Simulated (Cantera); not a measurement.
Input (Python, Cantera) and output of one run.

```python
import numpy as np
import cantera as ct

gas_names = """
    CL CL2 H HCL H2 N NH NH2 NH3 N2 N2H2 N2H4 Si SiCL SiCL2 SiCL3 SiCL4 SiH SiHCL3 SiH2 SiH2CL2 SiH3
    SiH3CL SiH4 SiN Si2 Si2N Si3
""".split()
cond_names = """
    NH4CL(a) NH4CL(b) Si(cr) Si(L) Si3N4(a)
""".split()


# ... load() reads the species with a 1 bar reference pressure and builds the phases ...
atoms = {
    'SiHCl3': {'Si': 1, 'H': 1, 'CL': 3},
    'NH3': {'N': 1, 'H': 3},
    'N2': {'N': 2},
}
top_T = {'Si3N4(a)': 2400}  # K; cautious upper limits of use, not melting points


# ... equilibrate(T, P, feed) seeds the gas with the atoms and calls Mixture.equilibrate('TP', solver="vcs", rtol=1e-11, max_steps=5000) ...
results = []
T = 1850  # K
P = 12  # Pa
for m in [2.4, 3.4, 4.9, 7, 10, 14, 21]:
    feed = {'SiHCl3': 1, 'NH3': m, 'N2': 64}  # mol
    mix = equilibrate(T, P, feed)
    results.append((T, P, feed, dict(zip(mix.species_names, mix.species_moles))))
    x = sorted(zip(gas.X, gas.species_names), reverse=True)
    print(f"T = {T:g} K  P = {P:g} Pa  n(NH3) = {m:g} mol  gas = {mix.phase_moles(0):.4g} mol")
    print("   x: " + "  ".join(f"{s} {v:.3e}" for v, s in x if v > 0.0001))
    print("   condensed (mol): " + ("  ".join(f"{mix.phase(i).name} {mix.phase_moles(i):.4g}"
          for i in range(1, mix.n_phases) if mix.phase_moles(i) > 1e-12) or "none"))
```

Output:

```
T = 1850 K  P = 12 Pa  n(NH3) = 2.4 mol  gas = 71.87 mol
   x: N2 9.072e-01  H2 3.983e-02  HCL 2.461e-02  H 9.815e-03  Si 7.265e-03  SiCL2 5.939e-03  CL 4.609e-03  SiCL 6.366e-04
   condensed (mol): none
T = 1850 K  P = 12 Pa  n(NH3) = 3.4 mol  gas = 73.99 mol
   x: N2 8.879e-01  H2 5.686e-02  HCL 2.591e-02  H 1.173e-02  Si 7.845e-03  SiCL2 4.980e-03  CL 4.061e-03  SiCL 6.058e-04
   condensed (mol): none
T = 1850 K  P = 12 Pa  n(NH3) = 4.9 mol  gas = 77.14 mol
   x: N2 8.614e-01  H2 8.130e-02  HCL 2.686e-02  H 1.402e-02  Si 8.335e-03  SiCL2 3.974e-03  CL 3.520e-03  SiCL 5.579e-04
   condensed (mol): none
T = 1850 K  P = 12 Pa  n(NH3) = 7 mol  gas = 81.52 mol
   x: N2 8.279e-01  H2 1.130e-01  HCL 2.720e-02  H 1.653e-02  Si 8.631e-03  SiCL2 3.036e-03  CL 3.024e-03  SiCL 4.962e-04
   condensed (mol): none
T = 1850 K  P = 12 Pa  n(NH3) = 10 mol  gas = 87.74 mol
   x: N2 7.864e-01  H2 1.536e-01  HCL 2.683e-02  H 1.927e-02  Si 8.680e-03  CL 2.559e-03  SiCL2 2.187e-03  SiCL 4.223e-04
   condensed (mol): none
T = 1850 K  P = 12 Pa  n(NH3) = 14 mol  gas = 95.99 mol
   x: N2 7.396e-01  H2 2.001e-01  HCL 2.574e-02  H 2.200e-02  Si 8.458e-03  CL 2.151e-03  SiCL2 1.506e-03  SiCL 3.459e-04
   condensed (mol): none
T = 1850 K  P = 12 Pa  n(NH3) = 21 mol  gas = 110.4 mol
   x: N2 6.749e-01  H2 2.655e-01  H 2.534e-02  HCL 2.348e-02  Si 7.831e-03  CL 1.703e-03  SiCL2 8.737e-04  SiCL 2.535e-04
   condensed (mol): none
```

Method: chemical equilibrium by Gibbs-energy minimisation in Cantera with the NASA 1993 tables (ideal gas, pure condensed phases). The tables' values for SiCl, SiN are old estimates; treat these amounts as uncertain.
